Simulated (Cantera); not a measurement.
An isothermal, constant-pressure homogeneous reactor starts with 16.7 % NO, 83.3 % N₂, at 2000 K and 1.00 bar.

Computed with Cantera and GRI-Mech 3.0 (53 species, 325 reactions).

x: mole fraction; the columns are a selection and need not sum to one.

```
t (s)        x NO       x O      x O₂   x N₂    x NO₂
--------  -------  --------  --------  -----  -------
0.000800    0.167   1.96e-5   4.04e-6  0.833  1.63e-5
0.00378     0.166   3.85e-5  0.000106  0.833  3.37e-5
0.0179      0.165   4.18e-5  0.000691  0.834  3.65e-5
0.0846      0.160   5.47e-5   0.00349  0.837  4.68e-5
0.400           …         …         …  0.850        …
1.89            …         …         …  0.888        …
8.94      0.00680  0.000190    0.0798  0.913  7.22e-6
42.3      0.00513  0.000191    0.0807  0.914  5.48e-6
200       0.00513  0.000191    0.0807  0.914  5.48e-6
```

### Question
Complete the blanks.

### Answer

- 0.400, x NO: 0.134
- 0.400, x O: 9.31e-5
- 0.400, x O₂: 0.0164
- 0.400, x NO₂: 6.81e-5
- 1.89, x NO: 0.0564
- 1.89, x O: 0.000160
- 1.89, x O₂: 0.0550
- 1.89, x NO₂: 5.00e-5
